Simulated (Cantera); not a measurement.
Equilibrium for silicon epitaxy and polysilicon growth: SiHCl3 + N2

A closed system holds: 1 mol SiHCl3, 120 mol N2, at 0.680 bar.

Method: chemical equilibrium by Gibbs-energy minimisation in Cantera with the NASA 1993 tables (ideal gas, pure condensed phases). Candidate condensed phases: NH4Cl, Si, Si3N4; 28 gas species. N2 is the only nitrogen source here; it is nearly inert below about 1500 K, so the nitride shown seldom forms there in practice. The tables' values for SiCl3 are old estimates; treat these amounts as uncertain. Equilibrium is a limit: real reactors are often held back by kinetics, nucleation or transport.

| T (K) | x N2 | x HCl | x SiCl2 | x SiCl4 | x SiCl3 | x H2 | x Cl | x SiHCl3 | n Si3N4(s) |
|---|---|---|---|---|---|---|---|---|---|
| 850 | 0.988 | 0.00712 | 4.53e-11 | 0.00441 | 5.31e-8 | 0.000566 | 7.46e-12 | 5.82e-7 | 0.155 |
| 1000 | 0.988 | 0.00739 | 1.82e-8 | 0.00434 | 1.81e-6 | 0.000429 | 9.15e-10 | 1.77e-6 | 0.158 |
| 1150 | 0.988 | 0.00755 | 1.49e-6 | 0.00428 | 2.41e-5 | 0.000348 | 3.23e-8 | 4.01e-6 | 0.159 |
| 1300 | 0.988 | 0.00765 | 4.26e-5 | 0.00412 | 0.000172 | 0.000300 | 5.00e-7 | 7.37e-6 | 0.158 |
| 1450 | 0.987 | 0.00767 | 0.000553 | 0.00344 | 0.000722 | 0.000284 | 4.25e-6 | 1.10e-5 | 0.142 |
| 1600 | 0.986 | 0.00751 | 0.00321 | 0.00159 | 0.00144 | 0.000354 | 2.08e-5 | 1.08e-5 | 0.0799 |
| 1750 | 0.984 | 0.00680 | 0.00701 | 0.000225 | 0.000941 | 0.000697 | 5.60e-5 | 5.10e-6 | 0.000885 |
x: gas mole fraction; n: condensed amount in mol.

From 850 K to 1750 K the condensed part is Si3N4(s). The main Si-bearing gas is SiCl4 at 850 K and SiCl2 at 1750 K. The share of Si in condensed phases is highest at 1150 K (47.8 %) and lowest at 1750 K (0.3 %).
